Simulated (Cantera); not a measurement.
Reactions in the system Cl-N-Si

Cantera with NASA thermochemical tables; ideal gases at 1 bar, condensed phases pure. Values are per mole of reaction as written; species without (g) are pure solids or liquids, kept so even where they would boil at 1 bar.

2 N2(g) + 3 SiCl4(g) = Si3N4 + 12 Cl(g)

```tsv
T (K)	ΔH° (kJ)	ΔS° (J/K)	ΔG° (kJ)	log10 K
775	2715.4	751.2	2133.2	-143.78
825	2717.4	753.7	2095.6	-132.68
875	2719.4	756.0	2057.9	-122.85
925	2721.4	758.2	2020.0	-114.07
975	2723.4	760.4	1982.0	-106.18
1025	2725.5	762.5	1944.0	-99.06
1075	2727.7	764.5	1905.8	-92.60
1125	2729.9	766.5	1867.5	-86.71
1175	2732.1	768.5	1829.2	-81.31
1225	2734.4	770.4	1790.7	-76.35
```
